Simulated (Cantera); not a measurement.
## Low-pressure radical oxidation in H2/O2

An isothermal, constant-pressure homogeneous reactor starts with 24.2 % H2, 75.8 % O2, equivalence ratio 0.16, at 950 K and 20.0 Torr.

Computed with Cantera and GRI-Mech 3.0 (53 species, 325 reactions). Radical loss at walls, strong at low pressure, is not modelled. The temperature is held fixed by assumption; the heat of reaction is taken as removed at once.

```json
[
 {"t (s)": "4.00e-5", "x H2": "0.242", "x O2": "0.758", "x HO2": "3.40e-11", "x O": "4.52e-12", "x H": "3.25e-11", "x H2O2": "<1e-12", "x OH": "2.54e-12"},
 {"t (s)": "0.000109", "x H2": "0.242", "x O2": "0.758", "x HO2": "9.43e-11", "x O": "2.89e-11", "x H": "1.06e-10", "x H2O2": "<1e-12", "x OH": "1.17e-11"},
 {"t (s)": "0.000297", "x H2": "0.242", "x O2": "0.758", "x HO2": "2.80e-10", "x O": "2.65e-10", "x H": "7.12e-10", "x H2O2": "<1e-12", "x OH": "9.24e-11"},
 {"t (s)": "0.000810", "x H2": "0.242", "x O2": "0.758", "x HO2": "3.53e-9", "x O": "2.14e-8", "x H": "5.46e-8", "x H2O2": "1.59e-12", "x OH": "7.28e-9"},
 {"t (s)": "0.00221", "x H2": "0.231", "x O2": "0.752", "x HO2": "1.43e-5", "x O": "0.00209", "x H": "0.00565", "x H2O2": "6.54e-8", "x OH": "0.000725"},
 {"t (s)": "0.00602", "x H2": "0.00453", "x O2": "0.721", "x HO2": "3.75e-5", "x O": "0.00293", "x H": "0.00225", "x H2O2": "1.83e-6", "x OH": "0.00152"},
 {"t (s)": "0.0164", "x H2": "0.000694", "x O2": "0.724", "x HO2": "1.31e-5", "x O": "0.000237", "x H": "3.31e-5", "x H2O2": "9.73e-7", "x OH": "0.000253"},
 {"t (s)": "0.0447", "x H2": "0.000147", "x O2": "0.724", "x HO2": "4.06e-6", "x O": "4.10e-5", "x H": "2.40e-6", "x H2O2": "4.95e-7", "x OH": "0.000101"},
 {"t (s)": "0.122", "x H2": "2.42e-5", "x O2": "0.724", "x HO2": "9.40e-7", "x O": "7.38e-6", "x H": "1.92e-7", "x H2O2": "2.15e-7", "x OH": "4.60e-5"},
 {"t (s)": "0.332", "x H2": "2.80e-6", "x O2": "0.724", "x HO2": "1.79e-7", "x O": "1.36e-6", "x H": "1.46e-8", "x H2O2": "8.59e-8", "x OH": "2.08e-5"},
 {"t (s)": "0.906", "x H2": "2.36e-7", "x O2": "0.724", "x HO2": "3.80e-8", "x O": "2.98e-7", "x H": "1.37e-9", "x H2O2": "3.27e-8", "x OH": "9.88e-6"},
 {"t (s)": "2.47", "x H2": "2.41e-8", "x O2": "0.724", "x HO2": "1.04e-8", "x O": "8.07e-8", "x H": "1.86e-10", "x H2O2": "1.27e-8", "x OH": "5.13e-6"},
 {"t (s)": "6.73", "x H2": "5.54e-9", "x O2": "0.724", "x HO2": "3.38e-9", "x O": "2.53e-8", "x H": "3.22e-11", "x H2O2": "5.08e-9", "x OH": "2.86e-6"},
 {"t (s)": "18.3", "x H2": "1.71e-9", "x O2": "0.724", "x HO2": "1.24e-9", "x O": "8.50e-9", "x H": "6.26e-12", "x H2O2": "2.03e-9", "x OH": "1.65e-6"},
 {"t (s)": "50.0", "x H2": "5.69e-10", "x O2": "0.724", "x HO2": "5.66e-10", "x O": "2.96e-9", "x H": "1.28e-12", "x H2O2": "7.95e-10", "x OH": "9.75e-7"}
]
```
x: mole fraction; the columns are a selection and need not sum to one.

Equilibrium at this temperature and pressure: H2 3.64e-11, O2 0.724, HO2 6.82e-10, O 1.67e-10, H <1e-12, H2O2 5.51e-11, OH 2.31e-7 (gas phase only).
